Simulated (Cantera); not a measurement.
Reactions in the system Mg-O-S

Source: NASA polynomial tables (part measured, part estimated), evaluated in Cantera. Values are per mole of reaction as written; species without (g) are pure solids or liquids, kept so even where they would boil at 1 bar.

O3(g) + MgS → SO2(g) + MgO

```csv
T (K),ΔH° (kJ),ΔS° (J/K),ΔG° (kJ),log10 K
300,-694.2,-14.2,-689.9,120.12
1125,-697.0,-19.6,-675.0,31.34
1325,-697.2,-19.7,-671.0,26.45
1525,-697.4,-19.9,-667.1,22.85
1725,-698.2,-20.4,-663.1,20.08
1925,-699.6,-21.2,-658.9,17.88
```

2 O(g) + MgS → Mg(g) + SO2(g)

```json
[
 {"T (K)": "300", "ΔH° (kJ)": "-302.4", "ΔS° (J/K)": "24.2", "ΔG° (kJ)": "-309.7", "log10 K": "53.92"},
 {"T (K)": "1125", "ΔH° (kJ)": "-320.3", "ΔS° (J/K)": "-6.0", "ΔG° (kJ)": "-313.5", "log10 K": "14.56"},
 {"T (K)": "1325", "ΔH° (kJ)": "-323.9", "ΔS° (J/K)": "-9.0", "ΔG° (kJ)": "-312.0", "log10 K": "12.30"},
 {"T (K)": "1525", "ΔH° (kJ)": "-327.5", "ΔS° (J/K)": "-11.5", "ΔG° (kJ)": "-310.0", "log10 K": "10.62"},
 {"T (K)": "1725", "ΔH° (kJ)": "-331.1", "ΔS° (J/K)": "-13.7", "ΔG° (kJ)": "-307.4", "log10 K": "9.31"},
 {"T (K)": "1925", "ΔH° (kJ)": "-334.8", "ΔS° (J/K)": "-15.7", "ΔG° (kJ)": "-304.5", "log10 K": "8.26"}
]
```
